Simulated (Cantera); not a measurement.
Charge: 1 mol Ca(OH)₂, 0.058 mol O₂, at 1273.15 K and 1.33 mbar.

Equilibrium computed with Cantera from the NASA thermochemical tables; the gas is ideal and each condensed phase is pure. Candidate condensed phases: Ca, CaO, Ca(OH)₂, H₂O; 14 gas species. Equilibrium is a limit: real reactors are often held back by kinetics, nucleation or transport.

Problem. What is the equilibrium state?

Solution. 
| Property | Result |
|---|---|
| x(H₂O) | 0.945 |
| x(O₂) | 0.0548 |
| x(OH) | 8.79e-5 |
| x(H₂) | 5.90e-6 |
| n(CaO(s)) | 1.00 mol |
| gas amount | 1.058 mol |
| log10 activity of Ca(l) (absent) | -18.47 |
